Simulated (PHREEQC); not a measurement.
Dissolve 0.0012 mol/kgw CdSO4 and 0.063 mol/kgw FeSO4 at 20 °C. Closed to the air; pH follows from the charge balance.

Equilibrium calculation in PHREEQC: ion-association model, phreeqc.dat.

```json
[
 {"quantity": "pH", "before": "5.94", "after": "5.54"},
 {"quantity": "ionic strength (mol/kgw)", "before": "0.151", "after": "0.126"},
 {"quantity": "SO4-2 (mol/kgw)", "before": "0.0376", "after": "0.0313"},
 {"quantity": "Fe+2 (mol/kgw)", "before": "0.0373", "after": "0.0310"},
 {"quantity": "FeSO4 (mol/kgw)", "before": "0.0257", "after": "0.0320"},
 {"quantity": "FeOH+ (mol/kgw)", "before": "3.30e-6", "after": "1.23e-5"},
 {"quantity": "SI of Melanterite (FeSO4:7H2O)", "before": "-1.52", "after": "-2.04"}
]
```

### Question
Name the change that produced these shifts.
A) temperature from 20 to 55 °C
B) CdSO4 left out
C) temperature from 20 to 35 °C
D) diluted 2-fold with water
E) diluted 10-fold with water

### Answer
A, temperature from 20 to 55 °C

This is a speciation only: nothing precipitates in the calculation. At this temperature some constants are extrapolated from 25 °C, and those without enthalpy data are left unchanged.
